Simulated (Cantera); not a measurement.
A closed system holds: 1 mol Fe₂O₃, 0.44 mol SO₂, a varied amount of H₂O, held at 1623 K and 0.230 bar.

Method: chemical equilibrium by Gibbs-energy minimisation in Cantera with the NASA 1993 tables (ideal gas, pure condensed phases). Candidate condensed phases: Fe, FeO, Fe(OH)₂, Fe(OH)₃, FeS, FeSO₄, FeS₂, Fe₂O₃, Fe₂(SO₄)₃, Fe₃O₄, H₂O, H₂SO₄, S; 22 gas species. The numbers say what is thermodynamically allowed, not how fast it happens.

At 3.6 mol H₂O, list the 6 most abundant gas species with their mole fractions, and the condensed phases.

H₂O 0.855, SO₂ 0.104, O₂ 0.0394, OH 0.000585, SO₃ 0.000208, H₂ 7.78e-5. Condensed: Fe₃O₄(s).
